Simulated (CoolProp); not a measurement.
A closed Brayton cycle with carbon dioxide: compressor inlet 312.15 K and 9 MPa, high pressure 25.5 MPa, turbine inlet 875 K, compressor efficiency 0.89, turbine efficiency 0.93, recuperator effectiveness 0.8 (on enthalpy, no pinch check). Each further row changes one setting.

Computed with CoolProp (reference Helmholtz-energy equation of state, Span 1996).

| case | thermal efficiency (%) | net work (kJ/kg) | compressor to turbine work | compressor exit (K) | turbine exit (K) |
|---|---|---|---|---|---|
| as stated | 33.1 | 121 | 0.20 | 354.2 | 741.8 |
| turbine inlet 825 K | 32.2 | 111 | 0.21 | 354.2 | 696.5 |
| compressor inlet 322.15 K | 32.6 | 105 | 0.30 | 398.4 | 741.8 |
| high pressure 21.7 MPa | 30.5 | 105 | 0.18 | 347.2 | 761.8 |
| recuperator effectiveness 0.5 | 24.0 | 121 | 0.20 | 354.2 | 741.8 |
